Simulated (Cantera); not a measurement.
A perfectly stirred reactor is fed with CH₄ : CO : O₂ : N₂ : H₂O = 1 : 0.38 : 1.56 : 9.23 : 0.8 (molar parts), at 100000 Pa; it is adiabatic with a 425 K inlet, and is followed from long to short residence time, starting on the burning branch (τ in s: 0.28, 0.12, 0.049, 0.021, 0.0088, 0.0037, 0.0016, 0.00067, 0.00028, 0.00012, 5.1e-05, 2.1e-05, 9e-06).

Detailed kinetics in Cantera: GRI-Mech 3.0 (53 species, 325 reactions).

### Question
What does this change do: inlet temperature 425 to 500 K?

### Answer
```
quantity                                                                      before                               after
------------------------------------------------  ----------------------------------  ----------------------------------
blow-out, bracketed by the residence times tried  burning at 8.80 ms, out at 3.70 ms  burning at 8.80 ms, out at 3.70 ms
x(CH₄) at τ = 0.280 s                                                        0.00319                             0.00238
x(CO) at τ = 0.280 s                                                          0.0415                              0.0441
x(O₂) at τ = 0.280 s                                                        0.000826                            0.000550
x(HO₂) at τ = 0.280 s                                                        1.52e-7                             9.35e-8
x(H) at τ = 0.280 s                                                          5.94e-5                             8.22e-5
x(CH₄) at τ = 1.60 ms                                                         0.0771                              0.0771
x(CO) at τ = 1.60 ms                                                          0.0293                              0.0293
x(O₂) at τ = 1.60 ms                                                           0.120                               0.120
x(HO₂) at τ = 1.60 ms                                                         <1e-12                              <1e-12
x(H) at τ = 1.60 ms                                                           <1e-12                              <1e-12
```
